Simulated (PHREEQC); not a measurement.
# Buffer (model solution)

A solution holds 0.012 mol/kgw NaHSO4 and 0.0085 mol/kgw NaF, at 25 °C. Closed to the air; pH follows from the charge balance.

Equilibrium calculation in PHREEQC: ion-association model, phreeqc.dat.

Precipitation was switched off in this run.

Problem. Estimate the pH, ionic strength.

Solution. pH 2.51; ionic strength 0.0332 mol/kgw.

Problem. In which forms is F present?

Solution. HF 78 %, F- 20 %, HF2- 1.0 % of the F.

Complexes and solids missing from the database can't appear.
